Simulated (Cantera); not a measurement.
# CH2F2 + CH4 + H2 (fluorocarbon and chlorocarbon gases)

Charge: 1 mol CH2F2, 0.92 mol CH4, 0.15 mol H2, equilibrated at 0.0380 bar.

Method: chemical equilibrium by Gibbs-energy minimisation in Cantera with the NASA 1993 tables (ideal gas, pure condensed phases). Candidate condensed phases: C, C6H6, C7H8, C8H18; 95 gas species. Kinetics and transport are ignored.

```
T (°C)  log p HF  log p H2  log p H  log p CH4  log p C2H2 (acetylene)  n C(graphite)
------  --------  --------  -------  ---------  ----------------------  -------------
602        -1.72     -1.73   -11.16      -3.82                  -12.35           1.90
702        -1.72     -1.72    -9.80      -4.35                  -10.97           1.92
802        -1.72     -1.72    -8.69      -4.79                   -9.85           1.92
902        -1.72     -1.72    -7.77      -5.16                   -8.92           1.92
1002       -1.72     -1.72    -6.99      -5.48                   -8.14           1.92
1102       -1.72     -1.72    -6.33      -5.75                   -7.47           1.92
1202       -1.72     -1.72    -5.75      -5.98                   -6.90           1.92
1302       -1.72     -1.72    -5.24      -6.19                   -6.40           1.92
1402       -1.72     -1.72    -4.80      -6.36                   -5.96           1.92
1502       -1.72     -1.72    -4.40      -6.52                   -5.57           1.92
1602       -1.72     -1.72    -4.05      -6.67                   -5.22           1.92
1702       -1.72     -1.73    -3.73      -6.79                   -4.91           1.92
```
log p: log10 of the partial pressure in bar; n: condensed amount in mol.

From 602 °C to 1702 °C the condensed part is C(graphite). The main C-bearing gas is CH4 at 602 °C and C2H2 (acetylene) at 1702 °C.
